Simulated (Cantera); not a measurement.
An isothermal, constant-pressure homogeneous reactor starts with H₂ : O₂ = 0.049 : 1 (molar parts), at 1400 K and 1100 Pa.

Detailed kinetics in Cantera: GRI-Mech 3.0 (53 species, 325 reactions). Radical loss at walls, strong at low pressure, is not modelled. The temperature is held fixed by assumption; the heat of reaction is taken as removed at once.

One state of this run: x H₂ = 0.000561; x O₂ = 0.924; x H = 0.00321; x HO₂ = 1.34e-6; x OH = 0.00486; x H₂O₂ = 3.85e-8. x: mole fraction; the columns are a selection and need not sum to one.

Which value of t (s) does it belong to?
(A) 0.149
(B) 0.0447
(C) 200
(D) 1.64

B, 0.0447
